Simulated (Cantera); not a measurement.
A freely propagating, adiabatic, planar premixed flame of H2 : O2 : N2 = 1 : 0.455 : 1.71 (molar parts), unburnt at 425 K and 6750 Torr; mixture-averaged transport, grid criteria slope 0.08 and curve 0.16, no radiation.

Cantera simulation using the H2/O2 subset of GRI-Mech 3.0, which has no nitrogen chemistry; the numbers are that mechanism's predictions, not measurements. The hydrogen kinetics of GRI-Mech 3.0 are dated; newer H2 mechanisms differ, most at raised pressure. Burning velocities carry a grid error of a few per cent, more on coarse grids.

x: mole fraction of selected species; z is measured from the peak of heat release.

| z (mm) | T (K) | u (m/s) | x H2 | x O2 | x O | x OH | x H2O | x HO2 |
|---|---|---|---|---|---|---|---|---|
| -0.0788 | 425 | 3.56 | 0.316 | 0.144 | <1e-8 | <1e-8 | 5.41e-8 | <1e-8 |
| -0.0526 | 425 | 3.56 | 0.316 | 0.144 | <1e-8 | <1e-8 | 6.45e-7 | 2.24e-8 |
| -0.0394 | 425 | 3.56 | 0.315 | 0.144 | <1e-8 | <1e-8 | 4.08e-6 | 1.59e-7 |
| -0.0263 | 429 | 3.57 | 0.311 | 0.145 | [?] | <1e-8 | 8.00e-5 | 3.95e-6 |
| -0.0131 | 513 | 4.11 | 0.280 | 0.149 | [?] | 1.52e-5 | 0.00510 | 0.000415 |
| -0.00657 | 862 | 6.62 | 0.227 | 0.139 | [?] | 0.000884 | 0.0424 | 0.00145 |
| 0 | 1367 | 10.2 | 0.156 | 0.103 | [?] | 0.00281 | 0.125 | 0.000682 |
| 0.00657 | 1721 | 12.7 | 0.0975 | 0.0595 | [?] | 0.00674 | 0.205 | 0.000310 |
| 0.0131 | 1920 | 14.2 | 0.0665 | 0.0328 | [?] | 0.0107 | 0.251 | 0.000145 |
| 0.0263 | 2112 | 15.5 | 0.0487 | 0.0156 | [?] | 0.0139 | 0.281 | 5.44e-5 |
| 0.0526 | 2272 | 16.5 | 0.0420 | 0.00924 | [?] | 0.0132 | 0.298 | 2.43e-5 |
| 0.105 | 2389 | 17.2 | 0.0367 | 0.00566 | [?] | 0.0106 | 0.312 | 1.10e-5 |
| 0.210 | 2464 | 17.7 | 0.0321 | 0.00324 | [?] | 0.00799 | 0.322 | 4.72e-6 |

**Question.** Complete the blanks.

**Answer.** 
- -0.0263, x O: 9.44e-8
- -0.0131, x O: 5.53e-6
- -0.00657, x O: 0.000202
- 0, x O: 0.00184
- 0.00657, x O: 0.00402
- 0.0131, x O: 0.00476
- 0.0263, x O: 0.00425
- 0.0526, x O: 0.00265
- 0.105, x O: 0.00136
- 0.210, x O: 0.000669
